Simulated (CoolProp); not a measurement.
R141b at several states: Z from the reference equation and from simpler models built on Tc = 477.5 K, pc = 4.212 MPa, ω = 0.220; each cubic takes its own stable root.

Values from CoolProp's reference Helmholtz-energy equation of state, Lemmon 2006. It is a short technical equation, of lower accuracy than the large ones.

```tsv
T (K)	p (MPa)	phase	reference
481.4	2.48	gas	0.7723
203.1	0.0774	liquid	0.003807
330.7	0.382	liquid	0.01390
276.6	0.287	liquid	0.01145
478	23.6	supercritical	0.7255
```

Q: How far does each simpler model (van der Waals, Redlich-Kwong, Soave-Redlich-Kwong) lie from the reference over these 5 states: mean and median of the absolute difference, and the worst?

A: 
- van der Waals: mean 2935.6 %, median 66.5 %, worst +7964.6 % at 276.6 K and 0.287 MPa
- Redlich-Kwong: mean 8.6 %, median 11.4 %, worst +12.9 % at 330.7 K and 0.382 MPa
- Soave-Redlich-Kwong: mean 7.2 %, median 8.8 %, worst +10.6 % at 203.1 K and 0.0774 MPa

At some of these states van der Waals gives the other phase, because its saturation line lies elsewhere.
